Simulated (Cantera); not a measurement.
**Stirred combustor or abatement burner**

A perfectly stirred reactor is fed with 12.4 % CO, 7.70 % H2, 0.943 % CH4, 16.6 % O2, 62.3 % N2, at 1900000 Pa; it is adiabatic with a 500 K inlet, and is followed from long to short residence time, starting on the burning branch (τ in s: 0.045, 0.02, 0.0086, 0.0038, 0.0017, 0.00072, 0.00032, 0.00014, 6e-05, 2.6e-05, 1.2e-05).

Computed with Cantera and GRI-Mech 3.0 (53 species, 325 reactions). The pressure lies above the range GRI-Mech 3.0 was tuned for (to about 10 atm).

| τ (s) | T (K) | x CO | x H2 | x CH4 | x N2O | x CH2 |
|---|---|---|---|---|---|---|
| 0.045 | 2248 | 0.00131 | 0.000170 | 9.63e-8 | 1.46e-6 | 1.11e-9 |
| 0.020 | 2250 | 0.00139 | 0.000178 | 2.11e-7 | 1.48e-6 | 2.49e-9 |
| 0.0086 | 2250 | 0.00155 | 0.000192 | 4.74e-7 | 1.54e-6 | 5.76e-9 |
| 0.0038 | 2249 | 0.00188 | 0.000220 | 1.02e-6 | 1.64e-6 | 1.28e-8 |
| 0.0017 | 2244 | 0.00252 | 0.000277 | 2.08e-6 | 1.83e-6 | 2.75e-8 |
| 0.00072 | 2233 | 0.00385 | 0.000395 | 4.22e-6 | 2.20e-6 | 5.99e-8 |
| 0.00032 | 2214 | 0.00607 | 0.000594 | 7.81e-6 | 2.66e-6 | 1.19e-7 |
| 0.00014 | 2182 | 0.00983 | 0.000928 | 1.43e-5 | 3.07e-6 | 2.25e-7 |
| 6.0e-5 | 2130 | 0.0160 | 0.00146 | 2.71e-5 | 3.18e-6 | 4.07e-7 |
| 2.6e-5 | 2048 | 0.0260 | 0.00226 | 5.49e-5 | 2.95e-6 | 6.81e-7 |
| 1.2e-5 | 1916 | 0.0429 | 0.00351 | 0.000132 | 2.50e-6 | 1.03e-6 |
x: mole fraction; the columns are a selection and need not sum to one.
